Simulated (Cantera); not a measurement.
**Ignition delay**

Mixture: 6.90 % CH₄, 11.5 % O₂, 57.4 % N₂, 15.9 % CO₂, 8.28 % H₂, equivalence ratio 1.6, at 5.00 bar, adiabatic and at constant volume. Ignition delay is the time to a rise of 400 K.

Detailed kinetics in Cantera: GRI-Mech 3.0 (53 species, 325 reactions).

```json
[
 {"T0 (K)": "1000", "delay (ms)": "15.2"},
 {"T0 (K)": "1075", "delay (ms)": "2.53"},
 {"T0 (K)": "1150", "delay (ms)": "0.740"},
 {"T0 (K)": "1225", "delay (ms)": "0.348"},
 {"T0 (K)": "1300", "delay (ms)": "0.197"},
 {"T0 (K)": "1375", "delay (ms)": "0.119"}
]
```

```
Property                                                Result
--------------------------------------------------  ----------
apparent activation energy between 1225 and 1375 K  100 kJ/mol
```
